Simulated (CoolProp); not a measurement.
R125 at 308.94 K and 2.9 MPa is throttled through a valve to 1.02 MPa with no heat exchange. Each further row changes one setting.

Values from CoolProp's reference Helmholtz-energy equation of state, Lemmon 2005.

| case | temperature change (K) | final phase | final density (kg/m³) |
|---|---|---|---|
| as stated | [?] | [?] | [?] |
| outlet pressure 0.306 MPa | [?] | two-phase, vapour fraction 0.501 | [?] |
| outlet pressure 1.33 MPa | [?] | [?] | [?] |

Problem. What belongs in the gaps?

Solution. 
- as stated, temperature change (K): -21.8
- as stated, final phase: two-phase, vapour fraction 0.242
- as stated, final density (kg/m³): 232
- outlet pressure 0.306 MPa, temperature change (K): -58.4
- outlet pressure 0.306 MPa, final density (kg/m³): 38.2
- outlet pressure 1.33 MPa, temperature change (K): -12.1
- outlet pressure 1.33 MPa, final phase: two-phase, vapour fraction 0.146
- outlet pressure 1.33 MPa, final density (kg/m³): 419
